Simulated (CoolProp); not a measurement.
Methanol along the isotherm 551.6 K: fugacity coefficient from the reference equation and from simpler models built on Tc = 513.4 K, pc = 82.16 bar, ω = 0.565; each cubic takes its own stable root.

Values from CoolProp's reference Helmholtz-energy equation of state, de Reuck 1993.

```
p (bar)  phase  reference
-------  -----  ---------
2.93       gas     0.9917
5.87       gas     0.9833
8.8        gas     0.9749
11.7       gas     0.9666
14.7       gas     0.9579
17.6       gas     0.9495
20.5       gas     0.9410
23.5       gas     0.9322
26.4       gas     0.9237
29.3       gas     0.9151
32.3       gas     0.9063
35.2       gas     0.8977
38.1       gas     0.8891
41.1       gas     0.8802
```

How far does each simpler model (van der Waals, Soave-Redlich-Kwong, Peng-Robinson) lie from the reference over these 14 states: mean and median of the absolute difference, and the worst?


- van der Waals: mean 0.3 %, median 0.3 %, worst -0.4 % at 551.6 K and 41.1 bar
- Soave-Redlich-Kwong: mean 0.3 %, median 0.4 %, worst -0.5 % at 551.6 K and 32.3 bar
- Peng-Robinson: mean 1.3 %, median 1.3 %, worst -2.1 % at 551.6 K and 41.1 bar
